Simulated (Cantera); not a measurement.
Charge: 1 mol BF3, 4.9 mol NH3, 0.35 mol N2, held at 750 Torr.

Method: chemical equilibrium by Gibbs-energy minimisation in Cantera with the NASA 1993 tables (ideal gas, pure condensed phases). Candidate condensed phases: B, BN; 31 gas species. Equilibrium is a limit: real reactors are often held back by kinetics, nucleation or transport.

Over these rows the condensed part is BN(s). Partial pressures as log10 of bar:

| T (K) | 1000/T (1/K) | log p BF | log p H2 | log p N2 | log p BF3 | log p HF |
|---|---|---|---|---|---|---|
| 1700 | 0.5882 | -4.58 | -0.19 | -0.61 | -1.12 | -1.48 |
| 1750 | 0.5714 | -4.21 | -0.19 | -0.61 | -1.13 | -1.46 |
| 1800 | 0.5556 | -3.86 | -0.20 | -0.61 | -1.14 | -1.45 |
| 1850 | 0.5405 | ? | -0.20 | -0.61 | -1.15 | -1.43 |
| 1900 | 0.5263 | -3.23 | -0.20 | -0.61 | -1.17 | -1.42 |
| 1950 | 0.5128 | -2.94 | -0.20 | -0.61 | -1.19 | -1.42 |

Task: Fit log p(BF) = a + b·(1000/T) to the five rows, give the apparent enthalpy, and predict the row at 1850 K.

Result: Means: 1000/T = 0.5509, log p = -3.764. Sxy = -0.084562, Sxx = 0.0038904, so b = -21.74 and a = -3.764 − (-21.74)×0.5509 = 8.21.
Apparent enthalpy: −19.145 × (-21.74) = 416 kJ/mol. With the condensed phases at unit activity, 2/3 BN(s) + 1/3 BF3(g) = BF(g) + 1/3 N2(g) links this pressure to the main gases: over the six rows their terms move log p by -0.02 in all, so the slope is close to that reaction's ΔH°. The five rows lie within 0.01 of the line.
Prediction at 1850 K: 8.21 + (-21.74)×0.5405 = -3.54. The computed value is -3.54, 0.00 from the line.
